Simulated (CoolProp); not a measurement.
A Linde-Hampson liquefier for oxygen: isothermal reversible compression at 230 K from 1 atm to 15 MPa, throttling to 1 atm, return gas leaving the recuperator 10 K below the feed. Each further row changes one setting.

The numbers come from the reference Helmholtz-energy equation of state, Schmidt 1985 in CoolProp.

```csv
case,liquid yield per pass,compression work (kJ/kg of gas)
as stated,0.159,283
high pressure 30 MPa,0.253,316
warm-end temperature 260 K,0.103,327
warm-end gap 15 K,0.147,283
```
